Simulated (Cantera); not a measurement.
Cantera run, input and output.

```python
import numpy as np
import cantera as ct

gas = ct.Solution("gri30.yaml", transport_model="multicomponent")
show = ['H', 'CO2', 'N2']

rows = []
print(f"{'T/K':>7s}{'rho':>11s}{'cp':>10s}{'mu':>11s}{'lambda':>11s}{'Pr':>7s}" + "".join(f"{'D_' + s:>11s}" for s in show))
for T in [400, 650, 900, 1150, 1400, 1650, 1900, 2150, 2400]:
    gas.TPX = T, 6200, {'N2': 0.99, 'C3H8': 0.95, 'C2H4': 0.61, 'H2': 0.26}
    Pr = gas.cp_mass * gas.viscosity / gas.thermal_conductivity
    D = [gas.mix_diff_coeffs_mole[gas.species_index(s)] for s in show]
    rows.append([gas.density, gas.cp_mass, gas.viscosity, gas.thermal_conductivity, Pr, *D])
    print(f"{T:7g}{gas.density:11.4e}{gas.cp_mass:10.1f}{gas.viscosity:11.4e}"
          f"{gas.thermal_conductivity:11.4e}{Pr:7.3f}" + "".join(f"{d:11.4e}" for d in D))
print("SI units: kg/m3, J/kg/K, Pa s, W/m/K, m2/s")
```

Output:

```
    T/K        rho        cp         mu     lambda     Pr        D_H      D_CO2       D_N2
    400 5.7892e-02    1812.3 1.4565e-05 3.8620e-02  0.683 2.5601e-03 3.3476e-04 4.0475e-04
    650 3.5626e-02    2434.3 2.1556e-05 7.1781e-02  0.731 6.0484e-03 8.0949e-04 9.5139e-04
    900 2.5730e-02    2874.6 2.7415e-05 1.0531e-01  0.748 1.0582e-02 1.4317e-03 1.6604e-03
   1150 2.0137e-02    3184.4 3.2575e-05 1.3738e-01  0.755 1.6028e-02 2.1812e-03 2.5118e-03
   1400 1.6541e-02    3409.7 3.7256e-05 1.6769e-01  0.758 2.2306e-02 3.0458e-03 3.4928e-03
   1650 1.4035e-02    3583.8 4.1591e-05 1.9651e-01  0.758 2.9357e-02 4.0170e-03 4.5948e-03
   1900 1.2188e-02    3716.2 4.5662e-05 2.2370e-01  0.759 3.7139e-02 5.0886e-03 5.8108e-03
   2150 1.0771e-02    3815.3 4.9527e-05 2.4927e-01  0.758 4.5616e-02 6.2560e-03 7.1357e-03
   2400 9.6487e-03    3888.4 5.3226e-05 2.7332e-01  0.757 5.4763e-02 7.5157e-03 8.5652e-03
SI units: kg/m3, J/kg/K, Pa s, W/m/K, m2/s
```

Model: GRI-Mech 3.0 (53 species, 325 reactions), integrated in Cantera. The composition is frozen, though it would react at the higher temperatures.
